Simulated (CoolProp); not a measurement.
A single-stage vapour-compression cycle with propylene: evaporating at 237.15 K (dew point), condensing at 304.15 K (bubble point), superheat 2 K, subcooling 5 K, compressor efficiency 0.85, no pressure losses. Each further row changes one setting.

Computed with CoolProp (reference Helmholtz-energy equation of state, Lemmon 2013).

```csv
case,cooling COP,pressure ratio,discharge temperature (K),refrigerating effect (kJ/kg),volumetric capacity (kJ/m³)
as stated,2.26,8.01,336.8,278,1030
evaporating temperature 242.15 K,2.55,6.57,___,___,1270
condensing temperature 299.15 K,2.53,___,330.5,291,1080
subcooling 10 K,2.37,8.01,336.8,291,1080
superheat 12 K,2.26,8.01,___,___,___
compressor efficiency 0.75,___,8.01,___,278,1030
```

Problem. Complete the blanks.

Solution. 
- evaporating temperature 242.15 K, discharge temperature (K): 333.3
- evaporating temperature 242.15 K, refrigerating effect (kJ/kg): 283
- condensing temperature 299.15 K, pressure ratio: 7.09
- superheat 12 K, discharge temperature (K): 347.2
- superheat 12 K, refrigerating effect (kJ/kg): 292
- superheat 12 K, volumetric capacity (kJ/m³): 1040
- compressor efficiency 0.75, cooling COP: 1.99
- compressor efficiency 0.75, discharge temperature (K): 345.3
